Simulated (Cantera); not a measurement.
**SiHCl3 + NH3 + N2 (silicon nitride deposition)**

Input: 1 mol SiHCl3, 41 mol NH3, 14 mol N2, at 91.0 Pa.

These are equilibrium values from Cantera (NASA tables, ideal gas, pure condensed phases), not measurements of a reactor. Candidate condensed phases: NH4Cl, Si, Si3N4; 28 gas species. The tables' values for SiCl, SiN are old estimates; treat these amounts as uncertain. Gases not in the tables: Si2H6 and higher silanes. Equilibrium is a limit: real reactors are often held back by kinetics, nucleation or transport.

| T (°C) | log p H2 | log p N2 | log p HCl | log p H | log p Si | log p SiCl2 | log p Cl | n Si3N4(s) | n Si(l) |
|---|---|---|---|---|---|---|---|---|---|
| 525 | -3.25 | -3.50 | -4.55 | -13.20 | <-15 | -14.00 | -14.49 | 0.333 | 0 |
| 625 | -3.25 | -3.50 | -4.55 | -11.58 | <-15 | -12.06 | -12.90 | 0.333 | 0 |
| 725 | -3.25 | -3.50 | -4.55 | -10.29 | <-15 | -10.51 | -11.63 | 0.333 | 0 |
| 825 | -3.25 | -3.50 | -4.55 | -9.23 | <-15 | -9.25 | -10.58 | 0.333 | 0 |
| 925 | -3.25 | -3.50 | -4.55 | -8.34 | -14.61 | -8.20 | -9.71 | 0.333 | 0 |
| 1025 | -3.25 | -3.50 | -4.55 | -7.59 | -12.28 | -7.32 | -8.97 | 0.332 | 0 |
| 1125 | -3.25 | -3.50 | -4.56 | -6.95 | -10.28 | -6.58 | -8.35 | 0.324 | 0 |
| 1225 | -3.25 | -3.50 | -4.59 | -6.39 | -8.56 | -5.98 | -7.82 | 0.296 | 0 |
| 1325 | -3.25 | -3.50 | -4.65 | -5.90 | -7.06 | -5.55 | -7.40 | 0.228 | 0 |
| 1425 | -3.25 | -3.50 | -4.67 | -5.47 | -6.18 | -5.52 | -6.99 | 0 | 0.588 |
| 1525 | -3.26 | -3.50 | -4.66 | -5.08 | -5.51 | -5.58 | -6.60 | 0 | 0.322 |
| 1625 | -3.26 | -3.50 | -4.63 | -4.74 | -5.16 | -5.82 | -6.23 | 0 | 0 |
log p: log10 of the partial pressure in bar; n: condensed amount in mol.

From 525 °C to 1325 °C the condensed part is Si3N4(s). From 1425 °C to 1525 °C the condensed part is Si(l). At 1625 °C nothing is condensed. The main Si-bearing gas is SiCl4 at 525 °C and Si at 1625 °C.
